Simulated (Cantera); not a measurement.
What does this Cantera script print?

```python
import numpy as np
import cantera as ct

gas_names = """
    NH3 NO2 H H2O H2O2
""".split()
cond_names = """
    NbO2(I) NbO2(II) NbO2(III) NbO2(L) Nb(cr) Nb(L)
""".split()


# ... load() reads the species with a 1 bar reference pressure and builds the phases ...
species = {s.name: s for s in load("nasa_gas.yaml", gas_names) + load("nasa_condensed.yaml", cond_names)}
# Each term lists the table entries of one substance; the one whose range holds T is used.
reactions = {
    'NH3(g) + NbO2 = NO2(g) + 3 H(g) + Nb':
        [(-1, ['NH3']), (-1, ['NbO2(I)', 'NbO2(II)', 'NbO2(III)', 'NbO2(L)']), (1, ['NO2']), (3, ['H']), (1, ['Nb(cr)', 'Nb(L)'])],
    '2 H2O(g) + NbO2 = Nb + 2 H2O2(g)':
        [(-2, ['H2O']), (-1, ['NbO2(I)', 'NbO2(II)', 'NbO2(III)', 'NbO2(L)']), (1, ['Nb(cr)', 'Nb(L)']), (2, ['H2O2'])],
}


def pick(names, T):
    return next(species[n] for n in names if species[n].thermo.min_temp <= T <= species[n].thermo.max_temp)


results = []
for label, terms in reactions.items():
    print(label)
    print("     T/K   dH/kJ  dS/(J/K)   dG/kJ   log10 K")
    for T in [1800, 1900, 2000, 2100, 2200, 2300, 2400, 2500, 2600, 2700, 2800]:
        used = [(nu, pick(names, T)) for nu, names in terms]
        dH = sum(nu * s.thermo.h(T) for nu, s in used) / 1e6
        dS = sum(nu * s.thermo.s(T) for nu, s in used) / 1e3
        dG = dH - T * dS / 1e3
        logK = -dG * 1e6 / (ct.gas_constant * T * np.log(10))
        results.append((label, T, dH, dS, dG, logK, [s.name for _, s in used]))
        print(f"{T:8g} {dH:8.1f} {dS:8.1f} {dG:8.1f} {logK:8.2f}")
```

Output:

```
NH3(g) + NbO2 = NO2(g) + 3 H(g) + Nb
     T/K   dH/kJ  dS/(J/K)   dG/kJ   log10 K
    1800   1535.6    391.9    830.1   -24.09
    1900   1535.4    391.9    790.9   -21.74
    2000   1535.3    391.8    751.7   -19.63
    2100   1535.2    391.7    712.6   -17.72
    2200   1442.8    349.2    674.5   -16.01
    2300   1441.7    348.7    639.6   -14.52
    2400   1440.6    348.3    604.7   -13.16
    2500   1439.6    347.9    569.9   -11.91
    2600   1438.7    347.5    535.1   -10.75
    2700   1437.9    347.2    500.4    -9.68
    2800   1463.8    356.6    465.2    -8.68
2 H2O(g) + NbO2 = Nb + 2 H2O2(g)
     T/K   dH/kJ  dS/(J/K)   dG/kJ   log10 K
    1800    984.0     46.8    899.6   -26.11
    1900    983.3     46.5    895.0   -24.60
    2000    982.8     46.2    890.3   -23.25
    2100    982.3     46.0    885.7   -22.03
    2200    889.6      3.4    882.2   -20.95
    2300    888.2      2.7    881.9   -20.03
    2400    886.8      2.2    881.6   -19.19
    2500    885.7      1.7    881.5   -18.42
    2600    884.6      1.3    881.3   -17.71
    2700    883.8      1.0    881.2   -17.05
    2800    909.5     10.3    880.6   -16.43
```

Cantera with NASA thermochemical tables; ideal gases at 1 bar, condensed phases pure. Condensed species are held in their standard states even where they would react or evaporate.
